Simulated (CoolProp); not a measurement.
Methanol at 297.36 K and 0.0044 MPa flows at 0.62 m/s in a round tube of 100 mm bore and 15 µm roughness, fully developed (64/Re and Nu = 3.66 if laminar; Colebrook and Gnielinski if turbulent). Each further row changes one setting.

Model: reference Helmholtz-energy equation of state, de Reuck 1993, in CoolProp.

| case | Reynolds number | Darcy friction factor | pressure drop (Pa/m) | heat-transfer coefficient (W/(m² K)) | mass flow (kg/h) |
|---|---|---|---|---|---|
| as stated | 369 | 0.174 | [?] | 0.550 | [?] |
| velocity 1.24 m/s | 737 | 0.0868 | 0.0382 | 0.550 | 2.01 |
| diameter 200 mm | 737 | 0.0868 | [?] | 0.275 | 4.01 |

Q: What belongs in the gaps?

A: 
- as stated, pressure drop (Pa/m): 0.0191
- as stated, mass flow (kg/h): 1.00
- diameter 200 mm, pressure drop (Pa/m): 0.00477

Viscosity comes from a separate model (Xiang 2006). Thermal conductivity comes from a separate model (Sykioti 2013).
